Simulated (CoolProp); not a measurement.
A single-stage vapour-compression cycle with R142b: evaporating at 260.15 K (dew point), condensing at 315.15 K (bubble point), superheat 5 K, subcooling 8 K, compressor efficiency 0.75, no pressure losses. Each further row changes one setting.

The numbers come from the reference Helmholtz-energy equation of state, Lemmon 2006 in CoolProp. It is a short technical equation, of lower accuracy than the large ones.

```tsv
case	cooling COP	pressure ratio	discharge temperature (K)	refrigerating effect (kJ/kg)	volumetric capacity (kJ/m³)
as stated	3.01	6.39	340.1	169	690
evaporating temperature 265.15 K	[?]	5.21	337.3	[?]	853
condensing temperature 310.15 K	[?]	[?]	334.2	176	717
subcooling 13 K	3.13	6.39	340.1	176	717
superheat 15 K	3.02	6.39	[?]	177	693
compressor efficiency 0.65	2.61	6.39	348.8	169	690
```

Some entries are withheld; supply them.


- evaporating temperature 265.15 K, cooling COP: 3.44
- evaporating temperature 265.15 K, refrigerating effect (kJ/kg): 173
- condensing temperature 310.15 K, cooling COP: 3.39
- condensing temperature 310.15 K, pressure ratio: 5.57
- superheat 15 K, discharge temperature (K): 350.8
